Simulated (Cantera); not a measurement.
Input (Python, Cantera):

```python
import numpy as np
import cantera as ct

gas = ct.Solution("gri30.yaml", transport_model="multicomponent")
show = ['OH', 'N2', 'C2H2']

rows = []
print(f"{'T/K':>7s}{'rho':>11s}{'cp':>10s}{'mu':>11s}{'lambda':>11s}{'Pr':>7s}" + "".join(f"{'D_' + s:>11s}" for s in show))
for T in [400, 600, 800, 1000, 1200, 1400, 1600]:
    gas.TPX = T, 19000, {'CH4': 0.45, 'CO2': 0.92, 'CH3OH': 0.97, 'H2O': 0.99}
    Pr = gas.cp_mass * gas.viscosity / gas.thermal_conductivity
    D = [gas.mix_diff_coeffs_mole[gas.species_index(s)] for s in show]
    rows.append([gas.density, gas.cp_mass, gas.viscosity, gas.thermal_conductivity, Pr, *D])
    print(f"{T:7g}{gas.density:11.4e}{gas.cp_mass:10.1f}{gas.viscosity:11.4e}"
          f"{gas.thermal_conductivity:11.4e}{Pr:7.3f}" + "".join(f"{d:11.4e}" for d in D))
print("SI units: kg/m3, J/kg/K, Pa s, W/m/K, m2/s")
```

Result:

```
    T/K        rho        cp         mu     lambda     Pr       D_OH       D_N2     D_C2H2
    400 1.6577e-01    1448.9 1.5735e-05 3.3095e-02  0.689 2.5557e-04 1.6412e-04 1.2791e-04
    600 1.1051e-01    1744.6 2.3018e-05 5.7868e-02  0.694 5.2521e-04 3.4035e-04 2.7286e-04
    800 8.2883e-02    1985.8 2.9635e-05 8.4323e-02  0.698 8.6365e-04 5.6233e-04 4.5809e-04
   1000 6.6307e-02    2183.2 3.5685e-05 1.1118e-01  0.701 1.2631e-03 8.2473e-04 6.7841e-04
   1200 5.5255e-02    2339.9 4.1271e-05 1.3748e-01  0.702 1.7185e-03 1.1240e-03 9.3038e-04
   1400 4.7362e-02    2466.4 4.6478e-05 1.6295e-01  0.703 2.2261e-03 1.4577e-03 1.2116e-03
   1600 4.1442e-02    2568.1 5.1371e-05 1.8738e-01  0.704 2.7831e-03 1.8237e-03 1.5203e-03
SI units: kg/m3, J/kg/K, Pa s, W/m/K, m2/s
```

Model: GRI-Mech 3.0 (53 species, 325 reactions), integrated in Cantera. Polar gases are described roughly by these parameters. The composition is frozen, though it would react at the higher temperatures.
